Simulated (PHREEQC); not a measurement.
A made-up water analysis in mmol/kgw, 15 °C, pH 7.58, pe 0.1:

```tsv
constituent	mmol/kgw
Na	116
K	7.47
Ca	25.7
Mg	1.53
Cl	160
S(6)	6.54
Alkalinity (meq/kgw)	0.11
Mn(2)	0.237
Li	4.37
F	0.0401
```

Valence states are taken as typed.

Equilibrium calculation in PHREEQC: ion-association model, wateq4f.dat.

Each row changes one thing in this solution. Precipitation was switched off in this run.

```tsv
case	MgSO4 (mol/kgw)	HCO3- (mol/kgw)	KSO4- (mol/kgw)	MnSO4 (mol/kgw)	CaHCO3+ (mol/kgw)	CO2 (mol/kgw)	SI of Rhodochrosite (MnCO3)	SI of Gypsum (CaSO4:2H2O)
as made	0.000102	9.37e-5	5.00e-5	1.03e-5	7.64e-6	4.64e-6	-0.12	-0.45
Alkalinity from 0.11 to 0.33 mmol/kgw	0.000102	0.000282	5.00e-5	1.02e-5	2.29e-5	1.40e-5	[?]	-0.45
temperature from 15 to 35 °C at the same typed pH	0.000147	8.77e-5	6.50e-5	1.33e-5	[?]	3.35e-6	+0.08	-0.49
pH from 7.58 to 7.28 at the same alkalinity	0.000102	9.56e-5	5.00e-5	1.03e-5	7.80e-6	9.45e-6	-0.41	-0.45
```

Question: Some entries are withheld; supply them.

Answer: 
- Alkalinity from 0.11 to 0.33 mmol/kgw, SI of Rhodochrosite (MnCO3): +0.35
- temperature from 15 to 35 °C at the same typed pH, CaHCO3+ (mol/kgw): 9.39e-6

Some of these states are supersaturated (in Rhodochrosite, for instance).
